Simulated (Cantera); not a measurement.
# Silicon oxide and oxynitride deposition: Si2H6 + H2O + N2

Input: 1 mol Si2H6, a varied amount of H2O, 54 mol N2, equilibrated at 648 K and 1.00 Torr.

Cantera equilibrium calculation (NASA polynomials, part measured and part estimated; ideal gas, pure solids and liquids). Candidate condensed phases: H2O, Si, SiO2, Si2N2O, Si3N4; 35 gas species. The feed counts by its element totals alone. N2 is the only nitrogen source here; it is nearly inert below about 1500 K, so the nitride shown seldom forms there in practice. The numbers say what is thermodynamically allowed, not how fast it happens.

```json
[
 {"n(H2O) (mol)": "0.72", "x N2": "0.934", "x H2O": "<1e-12", "x H2": "0.0657", "x NH3": "4.19e-7", "n Si2N2O(s)": "0.720", "n Si3N4(s)": "0.187", "n SiO2(α-quartz)": "0"},
 {"n(H2O) (mol)": "0.96", "x N2": "0.930", "x H2O": "<1e-12", "x H2": "0.0695", "x NH3": "4.55e-7", "n Si2N2O(s)": "0.960", "n Si3N4(s)": "0.0267", "n SiO2(α-quartz)": "0"},
 {"n(H2O) (mol)": "1.3", "x N2": "0.925", "x H2O": "6.73e-8", "x H2": "0.0749", "x NH3": "5.07e-7", "n Si2N2O(s)": "0.900", "n Si3N4(s)": "0", "n SiO2(α-quartz)": "0.200"},
 {"n(H2O) (mol)": "1.7", "x N2": "0.919", "x H2O": "7.28e-8", "x H2": "0.0811", "x NH3": "5.70e-7", "n Si2N2O(s)": "0.767", "n Si3N4(s)": "0", "n SiO2(α-quartz)": "0.467"},
 {"n(H2O) (mol)": "2.2", "x N2": "0.911", "x H2O": "7.94e-8", "x H2": "0.0887", "x NH3": "6.49e-7", "n Si2N2O(s)": "0.600", "n Si3N4(s)": "0", "n SiO2(α-quartz)": "0.800"},
 {"n(H2O) (mol)": "3", "x N2": "0.899", "x H2O": "8.96e-8", "x H2": "0.101", "x NH3": "7.78e-7", "n Si2N2O(s)": "0.333", "n Si3N4(s)": "0", "n SiO2(α-quartz)": "1.33"},
 {"n(H2O) (mol)": "3.9", "x N2": "0.887", "x H2O": "1.00e-7", "x H2": "0.113", "x NH3": "9.24e-7", "n Si2N2O(s)": "0.0333", "n Si3N4(s)": "0", "n SiO2(α-quartz)": "1.93"},
 {"n(H2O) (mol)": "5.2", "x N2": "0.868", "x H2O": "0.0193", "x H2": "0.113", "x NH3": "9.05e-7", "n Si2N2O(s)": "0", "n Si3N4(s)": "0", "n SiO2(α-quartz)": "2.00"},
 {"n(H2O) (mol)": "6.9", "x N2": "0.845", "x H2O": "0.0454", "x H2": "0.110", "x NH3": "8.57e-7", "n Si2N2O(s)": "0", "n Si3N4(s)": "0", "n SiO2(α-quartz)": "2.00"},
 {"n(H2O) (mol)": "9.1", "x N2": "0.817", "x H2O": "0.0772", "x H2": "0.106", "x NH3": "8.01e-7", "n Si2N2O(s)": "0", "n Si3N4(s)": "0", "n SiO2(α-quartz)": "2.00"},
 {"n(H2O) (mol)": "12", "x N2": "0.783", "x H2O": "0.116", "x H2": "0.101", "x NH3": "7.35e-7", "n Si2N2O(s)": "0", "n Si3N4(s)": "0", "n SiO2(α-quartz)": "2.00"},
 {"n(H2O) (mol)": "16", "x N2": "0.740", "x H2O": "0.164", "x H2": "0.0959", "x NH3": "6.57e-7", "n Si2N2O(s)": "0", "n Si3N4(s)": "0", "n SiO2(α-quartz)": "2.00"},
 {"n(H2O) (mol)": "21", "x N2": "0.692", "x H2O": "0.218", "x H2": "0.0897", "x NH3": "5.75e-7", "n Si2N2O(s)": "0", "n Si3N4(s)": "0", "n SiO2(α-quartz)": "2.00"}
]
```
x: gas mole fraction; n: condensed amount in mol.

From 0.72 mol H2O to 0.96 mol H2O the condensed part is Si2N2O(s) + Si3N4(s). From 1.3 mol H2O to 3.9 mol H2O the condensed part is SiO2(α-quartz) + Si2N2O(s). From 5.2 mol H2O to 21 mol H2O the condensed part is SiO2(α-quartz).
